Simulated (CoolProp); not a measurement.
Vapour-liquid equilibrium of dimethyl ether (1) + methanol (2) at 0.0713 MPa; x and y are mole fractions of (1).

The numbers come from the multi-fluid Helmholtz-energy mixture model, Wu 2011 and de Reuck 1993; pair parameters Bell 2016 in CoolProp.

| x | bubble temperature, mixture model (°C) | bubble temperature, Raoult's law (°C) | y, mixture model | y, Raoult's law |
|---|---|---|---|---|
| 0.05 | 22.2 | 37.4 | 0.800 | 0.582 |
| 0.2 | -11.1 | 6.5 | 0.976 | 0.932 |
| 0.35 | -20.3 | -8.0 | 0.988 | 0.978 |
| 0.5 | -24.3 | -16.9 | 0.992 | 0.991 |
| 0.65 | -26.8 | -23.0 | 0.994 | 0.996 |
| 0.8 | -28.9 | -27.7 | 0.995 | 0.998 |
| 0.95 | -31.5 | -31.5 | 0.998 | 1.000 |

The largest gap from Raoult's law is -17.6 K in bubble temperature, at x = 0.2. No azeotrope shows between x = 0.05 and 0.95.

Pair parameters are fitted to limited data, so mixtures are less certain than the pure fluids. With so large a gap from Raoult's law the liquid may split in two, which this calculation doesn't test in full.
